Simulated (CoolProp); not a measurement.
A Linde-Hampson liquefier for dry air: isothermal reversible compression at 280 K from 1 atm to 20 MPa, throttling to 1 atm, return gas leaving the recuperator 10 K below the feed. Each further row changes one setting.

Computed with CoolProp (reference Helmholtz-energy equation of state, Lemmon 2000). It is a pseudo-pure fit of the blend.

```json
[
 {"case": "as stated", "liquid yield per pass": "0.076", "compression work (kJ/kg of gas)": "421"},
 {"case": "high pressure 40 MPa", "liquid yield per pass": "0.106", "compression work (kJ/kg of gas)": "482"},
 {"case": "warm-end temperature 310 K", "liquid yield per pass": "0.051", "compression work (kJ/kg of gas)": "470"},
 {"case": "warm-end gap 15 K", "liquid yield per pass": "0.065", "compression work (kJ/kg of gas)": "421"}
]
```
